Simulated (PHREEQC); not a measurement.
A solution holds 2.8 mmol/kgw KBr, 0.15 mmol/kgw LiOH, 0.12 mmol/kgw Pb(BF4)2 and 0.33 mmol/kgw NaCl, at 93 °C. Closed to the air; pH follows from the charge balance.

All values are PHREEQC results (ion-association model, wateq4f.dat), not measurements.

This is a speciation only: nothing precipitates in the calculation.

Q: Predict the pH, ionic strength.

A: pH 3.85; ionic strength 0.00373 mol/kgw.

Q: In which forms is Pb present?

A: Pb+2 75 %, PbBr+ 22 %, PbCl+ 2.8 %, PbF+ 0.5 % of the Pb.

At this temperature some constants are extrapolated from 25 °C, and those without enthalpy data are left unchanged. Real BF4- forms and hydrolyses slowly; the run takes it at equilibrium.
